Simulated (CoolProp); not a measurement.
Vapour-liquid equilibrium of cyclohexane (1) + o-xylene (2) at 291.2 K; x and y are mole fractions of (1).

Values from CoolProp's multi-fluid Helmholtz-energy mixture model, Zhou 2014 and Zhou 2012; pair parameters Bell 2016.

```json
[
 {"x": "0.05", "bubble pressure, mixture model (MPa)": "0.001328", "bubble pressure, Raoult's law (MPa)": "0.001031", "y, mixture model": "0.578", "y, Raoult's law": "0.458"},
 {"x": "0.2", "bubble pressure, mixture model (MPa)": "(withheld)", "bubble pressure, Raoult's law (MPa)": "0.002357", "y, mixture model": "0.852", "y, Raoult's law": "0.800"},
 {"x": "0.35", "bubble pressure, mixture model (MPa)": "(withheld)", "bubble pressure, Raoult's law (MPa)": "0.003683", "y, mixture model": "(withheld)", "y, Raoult's law": "0.896"},
 {"x": "0.5", "bubble pressure, mixture model (MPa)": "0.005939", "bubble pressure, Raoult's law (MPa)": "0.005010", "y, mixture model": "0.943", "y, Raoult's law": "0.941"},
 {"x": "0.65", "bubble pressure, mixture model (MPa)": "0.006965", "bubble pressure, Raoult's law (MPa)": "0.006336", "y, mixture model": "0.962", "y, Raoult's law": "0.968"},
 {"x": "0.8", "bubble pressure, mixture model (MPa)": "0.007953", "bubble pressure, Raoult's law (MPa)": "0.007663", "y, mixture model": "(withheld)", "y, Raoult's law": "0.985"},
 {"x": "0.95", "bubble pressure, mixture model (MPa)": "0.009030", "bubble pressure, Raoult's law (MPa)": "0.008989", "y, mixture model": "0.994", "y, Raoult's law": "0.997"}
]
```

Question: Fill in the missing entries.

Answer: 
- 0.2, bubble pressure, mixture model (MPa): 0.003240
- 0.35, bubble pressure, mixture model (MPa): 0.004741
- 0.35, y, mixture model: 0.914
- 0.8, y, mixture model: 0.978

The largest gap from Raoult's law is +37.5 % in bubble pressure, at x = 0.2. No azeotrope shows between x = 0.05 and 0.95.

The pair parameters rest on a limited set of measurements; away from them the model extrapolates.
